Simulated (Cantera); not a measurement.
Feed: 1 mol SiO2, 4.1 mol C, 15 mol N2, 0.084 mol CO2, at 1000 Pa.

These are equilibrium values from Cantera (NASA tables, ideal gas, pure condensed phases), not measurements of a reactor. Candidate condensed phases: C, Si, SiC, SiO2, Si2N2O, Si3N4; 34 gas species. N2 is the only nitrogen source here; it is nearly inert below about 1500 K, so the nitride shown seldom forms there in practice. Mutual solubility and eutectic melting of coexisting phases are not modelled. Equilibrium is a limit: real reactors are often held back by kinetics, nucleation or transport.

### Question
Which condensed phases are stable at each of these points (T (K)): 950, 1100, 1250, 1400, 1550, 1700, 1850, 2000, 2150, 2300?

### Answer
```
T (K)                          condensed phases  Si condensed (%)
-----  ----------------------------------------  ----------------
950                C(graphite) + SiO2(β-quartz)             100.0
1100   C(graphite) + SiO2(β-quartz) + Si2N2O(s)             100.0
1250                    C(graphite) + Si2N2O(s)             100.0
1400                    C(graphite) + Si2N2O(s)             100.0
1550                       C(graphite) + SiC(s)              99.5
1700                       C(graphite) + SiC(s)              99.1
1850                       C(graphite) + SiC(s)              98.6
2000                       C(graphite) + SiC(s)              97.5
2150                       C(graphite) + SiC(s)              93.0
2300                       C(graphite) + SiC(s)              65.5
```

At 950 K the condensed part is C(graphite) + SiO2(β-quartz). At 1100 K the condensed part is C(graphite) + SiO2(β-quartz) + Si2N2O(s). From 1250 K to 1400 K the condensed part is C(graphite) + Si2N2O(s). From 1550 K to 2300 K the condensed part is C(graphite) + SiC(s).
